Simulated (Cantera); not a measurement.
Charge: 1 mol C2H6, 0.18 mol NH3, equilibrated at 1225 °C and 58.0 bar.

These are equilibrium values from Cantera (NASA tables, ideal gas, pure condensed phases), not measurements of a reactor. Candidate condensed phases: C, C6H6, C7H8, C8H18; 92 gas species. The ideal-gas law is rough above about 30 bar. Kinetics and transport are ignored.

Base state: H2 0.859, CH4 0.111, N2 0.0294, NH3 0.000493, HCN 0.000166, C2H4 0.000110, C2H6 4.83e-5 (mole fractions); condensed: C(graphite).

**Question.** What changes in the equilibrium state with this change: C2H6 replaced by C2H5OH?

**Answer.** 
| species | before | after |
|---|---|---|
| H2 | 0.859 | 0.664 |
| CO | 0 | 0.229 |
| CH4 | 0.111 | 0.0664 |
| H2O | 0 | 0.0154 |
| N2 | 0.0294 | 0.0222 |
| CO2 | 0 | 0.00206 |
| C2H6 | 4.83e-5 | 2.24e-5 |
| C(graphite), mol | 1.66 | 0.802 |
Further candidate phases: H2O.
